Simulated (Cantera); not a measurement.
An isothermal, constant-pressure homogeneous reactor starts with 17.5 % NO, 82.5 % N2, at 1650 K and 1.58 atm.

Detailed kinetics in Cantera: GRI-Mech 3.0 (53 species, 325 reactions).

x: mole fraction; the columns are a selection and need not sum to one.

| t (s) | x NO | x O2 | x N2O | x NO2 | x N2 |
|---|---|---|---|---|---|
| 2.00e-6 | 0.175 | <1e-12 | 5.26e-9 | 3.70e-10 | 0.825 |
| 1.00e-5 | 0.175 | 5.79e-12 | 2.63e-8 | [?] | 0.825 |
| 5.03e-5 | 0.175 | 7.70e-11 | 1.31e-7 | [?] | 0.825 |
| 0.000252 | 0.175 | 6.80e-10 | 6.45e-7 | [?] | 0.825 |
| 0.00126 | 0.175 | 1.18e-8 | 2.91e-6 | [?] | 0.825 |
| 0.00633 | 0.175 | 8.19e-7 | 9.05e-6 | [?] | 0.825 |
| 0.0317 | 0.175 | 4.58e-5 | 1.21e-5 | [?] | 0.825 |
| 0.159 | 0.175 | 0.000380 | 1.20e-5 | [?] | 0.825 |
| 0.798 | 0.171 | 0.00203 | 1.15e-5 | [?] | 0.827 |
| 4.00 | 0.156 | 0.00958 | 9.54e-6 | [?] | 0.834 |

Complete the blanks.


- 1.00e-5, x NO2: 7.70e-9
- 5.03e-5, x NO2: 9.69e-8
- 0.000252, x NO2: 6.35e-7
- 0.00126, x NO2: 3.64e-6
- 0.00633, x NO2: 2.24e-5
- 0.0317, x NO2: 6.42e-5
- 0.159, x NO2: 7.22e-5
- 0.798, x NO2: 9.73e-5
- 4.00, x NO2: 0.000158
